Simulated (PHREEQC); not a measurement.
0.024 g of hydrous ferric oxide (600 m²/g; 0.2 weak and 0.005 strong sites per Fe, Dzombak-Morel constants, diffuse double layer) in 1 kg of water with 0.05 mol/kgw of an inert sodium salt and 9.7e-05 mmol/kgw MgCl2, at 25 °C; the pH is set by adding NaOH or the inert anion's acid. O2 is buffered at 0.21 atm. No CO2 enters from the air. No solid was allowed to form.

The numbers come from PHREEQC with the ion-association model, wateq4f.dat.

```tsv
pH	Mg sorbed (%)	surface charge σ (C/m²)	surface potential ψ (mV)
4	0.0	0.294	160
4.5	0.0	0.238	149
5	0.0	0.181	135
5.5	0.0	0.130	118
6	0.0	0.089	99
6.5	0.0	0.058	78
7	0.1	0.034	56
7.5	0.5	0.017	31
8	3.9	0.003	6
8.5	25.6	-0.010	-20
9	74.0	-0.026	-45
9.5	95.6	-0.046	-68
10	99.3	-0.074	-90
10.5	99.9	-0.111	-110
11	100.0	-0.158	-128
11.5	100.0	-0.216	-142
12	100.0	-0.280	-152
```

Complexes and solids missing from the database can't appear.
